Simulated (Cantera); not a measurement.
Input: 1 mol Si, 0.21 mol CO2, 1 mol H2, equilibrated at 1452 °C and 320 Pa.

These are equilibrium values from Cantera (NASA tables, ideal gas, pure condensed phases), not measurements of a reactor. Candidate condensed phases: C, C6H6, C7H8, C8H18, H2O, Si, SiC, SiO2; 123 gas species. Mutual solubility and eutectic melting of coexisting phases are not modelled. Gases not in the tables: Si2H6 and higher silanes. The numbers say what is thermodynamically allowed, not how fast it happens.

Base state: H2 0.702, SiO 0.278, CO 0.0177, H 0.00275, Si 0.000317, SiH 2.15e-5, SiH2 1.21e-5 (mole fractions); condensed: Si(l) + SiC(s).

Problem. What changes in the equilibrium state with this change: Si replaced by SiC?

Solution. 
```
species        before    after
-----------  --------  -------
H2              0.702    0.702
CO             0.0177    0.222
SiO             0.278   0.0738
Si           0.000317  4.63e-5
SiH           2.15e-5  3.14e-6
SiH2          1.21e-5  1.77e-6
H             0.00275  0.00275
Si(l), mol      0.420        0
SiC(s), mol     0.185    0.895
```

Problem. What changes in the equilibrium state with this change: temperature from 1452 °C to 627 °C?

Solution. 
| species | before | after |
|---|---|---|
| H2 | 0.702 | 1.00 |
| H | 0.00275 | 2.07e-9 |
| SiO | 0.278 | 1.56e-9 |
| CO | 0.0177 | <1e-9 |
| Si | 0.000317 | <1e-9 |
| SiH | 2.15e-5 | <1e-9 |
| SiH2 | 1.21e-5 | <1e-9 |
| Si(l), mol | 0.420 | 0 |
| SiC(s), mol | 0.185 | 0.210 |
| Si(s), mol | 0 | 0.580 |
| SiO2(β-quartz), mol | 0 | 0.210 |
